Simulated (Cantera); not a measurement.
# MgO + F2 + O2 (oxide etching and cleaning by halides)

Feed: 1 mol MgO, a varied amount of F2, 0.78 mol O2, equilibrated at 750 K and 0.170 bar.

Equilibrium computed with Cantera from the NASA thermochemical tables; the gas is ideal and each condensed phase is pure. Candidate condensed phases: Mg, MgF2, MgO; 14 gas species. The numbers say what is thermodynamically allowed, not how fast it happens.

At 0.84 mol F2 the condensed part is MgF2(s) + MgO(s). From 1.1 mol F2 to 7.3 mol F2 the condensed part is MgF2(s).

| n(F2) (mol) | x O2 | x F2 | x F | x FO2 | x F2O | n MgF2(s) | n MgO(s) |
|---|---|---|---|---|---|---|---|
| 0.84 | 1.00 | <1e-12 | <1e-12 | <1e-12 | <1e-12 | 0.840 | 0.160 |
| 1.1 | 0.926 | 0.0712 | 0.00237 | 4.66e-5 | 5.14e-7 | 1.00 | 0 |
| 1.4 | 0.760 | 0.235 | 0.00431 | 6.95e-5 | 1.54e-6 | 1.00 | 0 |
| 1.7 | 0.645 | 0.350 | 0.00526 | 7.19e-5 | 2.11e-6 | 1.00 | 0 |
| 2.2 | 0.514 | 0.479 | 0.00615 | 6.71e-5 | 2.58e-6 | 1.00 | 0 |
| 2.8 | 0.414 | 0.579 | 0.00676 | 5.94e-5 | 2.80e-6 | 1.00 | 0 |
| 3.6 | 0.329 | 0.664 | 0.00724 | 5.05e-5 | 2.86e-6 | 1.00 | 0 |
| 4.5 | 0.267 | 0.726 | 0.00757 | 4.28e-5 | 2.81e-6 | 1.00 | 0 |
| 5.7 | 0.213 | 0.779 | 0.00785 | 3.55e-5 | 2.70e-6 | 1.00 | 0 |
| 7.3 | 0.168 | 0.824 | 0.00807 | 2.88e-5 | 2.53e-6 | 1.00 | 0 |
x: gas mole fraction; n: condensed amount in mol.
